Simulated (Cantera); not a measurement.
A Cantera script and what it prints.

```python
import numpy as np
import cantera as ct

gas_names = """
    CL CL2 H HCL H2 Si SiCL SiCL2 SiCL3 SiCL4 SiH SiHCL3 SiH2 SiH2CL2 SiH3 SiH3CL SiH4 Si2 Si3
""".split()
cond_names = """
    Si(cr) Si(L)
""".split()


# ... load() reads the species with a 1 bar reference pressure and builds the phases ...
atoms = {
    'Si': {'Si': 1},
    'H2': {'H': 2},
    'Cl2': {'CL': 2},
}
top_T = {}  # K; cautious upper limits of use, not melting points


# ... equilibrate(T, P, feed) seeds the gas with the atoms and calls Mixture.equilibrate('TP', solver="vcs", rtol=1e-11, max_steps=5000) ...
results = []
T = 598  # K
P = 13332.2  # Pa
for m in [0.5, 0.6, 0.73, 0.88, 1.1, 1.3, 1.5, 1.9, 2.2]:
    feed = {'Si': 1, 'H2': 3, 'Cl2': m}  # mol
    mix = equilibrate(T, P, feed)
    results.append((T, P, feed, dict(zip(mix.species_names, mix.species_moles))))
    x = sorted(zip(gas.X, gas.species_names), reverse=True)
    print(f"T = {T:g} K  P = {P:g} Pa  n(Cl2) = {m:g} mol  gas = {mix.phase_moles(0):.4g} mol")
    print("   x: " + "  ".join(f"{s} {v:.3e}" for v, s in x if v > 0.001))
    print("   condensed (mol): " + ("  ".join(f"{mix.phase(i).name} {mix.phase_moles(i):.4g}"
          for i in range(1, mix.n_phases) if mix.phase_moles(i) > 1e-12) or "none"))
```

Result:

```
T = 598 K  P = 13332.2 Pa  n(Cl2) = 0.5 mol  gas = 3.228 mol
   x: H2 9.156e-01  SiCL4 5.723e-02  SiHCL3 2.654e-02
   condensed (mol): Si(cr) 0.7276
T = 598 K  P = 13332.2 Pa  n(Cl2) = 0.6 mol  gas = 3.274 mol
   x: H2 9.005e-01  SiCL4 6.865e-02  SiHCL3 3.017e-02
   condensed (mol): Si(cr) 0.6743
T = 598 K  P = 13332.2 Pa  n(Cl2) = 0.73 mol  gas = 3.335 mol
   x: H2 8.815e-01  SiCL4 8.321e-02  SiHCL3 3.448e-02
   condensed (mol): Si(cr) 0.6051
T = 598 K  P = 13332.2 Pa  n(Cl2) = 0.88 mol  gas = 3.406 mol
   x: H2 8.606e-01  SiCL4 9.957e-02  SiHCL3 3.898e-02
   condensed (mol): Si(cr) 0.5256
T = 598 K  P = 13332.2 Pa  n(Cl2) = 1.1 mol  gas = 3.509 mol
   x: H2 8.316e-01  SiCL4 1.227e-01  SiHCL3 4.481e-02
   condensed (mol): Si(cr) 0.4093
T = 598 K  P = 13332.2 Pa  n(Cl2) = 1.3 mol  gas = 3.604 mol
   x: H2 8.068e-01  SiCL4 1.428e-01  SiHCL3 4.946e-02
   condensed (mol): Si(cr) 0.3039
T = 598 K  P = 13332.2 Pa  n(Cl2) = 1.5 mol  gas = 3.699 mol
   x: H2 7.833e-01  SiCL4 1.621e-01  SiHCL3 5.360e-02
   condensed (mol): Si(cr) 0.1989
T = 598 K  P = 13332.2 Pa  n(Cl2) = 1.9 mol  gas = 3.9 mol
   x: H2 7.435e-01  SiCL4 2.057e-01  SiHCL3 5.014e-02
   condensed (mol): none
T = 598 K  P = 13332.2 Pa  n(Cl2) = 2.2 mol  gas = 4.2 mol
   x: H2 6.666e-01  SiCL4 2.381e-01  HCL 9.528e-02
   condensed (mol): none
```

Cantera equilibrium calculation (NASA polynomials, part measured and part estimated; ideal gas, pure solids and liquids).
